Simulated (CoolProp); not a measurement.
Properties of hexamethyldisiloxane (MM) at several states.

Computed with CoolProp (reference Helmholtz-energy equation of state, Thol 2016).

```tsv
T (°C)	p (bar)	phase	Z	cp (kJ/(kg K))	speed of sound (m/s)	expansivity (1/kK)	fugacity coefficient
301.95	0.251	gas	0.9968	(withheld)	(withheld)	1.760	0.9968
220.55	0.189	gas	0.9958	(withheld)	160.4	2.055	0.9958
-14.45	2.86	liquid	0.02696	(withheld)	1020	1.274	0.001836
61.65	55	liquid	0.4389	1.983	806.7	1.401	(withheld)
-4.05	17.3	liquid	0.1585	1.827	993.2	1.279	(withheld)
```

Q: Complete the blanks.

A: 
- 301.95, cp (kJ/(kg K)): 2.180
- 301.95, speed of sound (m/s): 173.1
- 220.55, cp (kJ/(kg K)): 2.002
- -14.45, cp (kJ/(kg K)): 1.806
- 61.65, fugacity coefficient: 0.007677
- -4.05, fugacity coefficient: 0.0007064
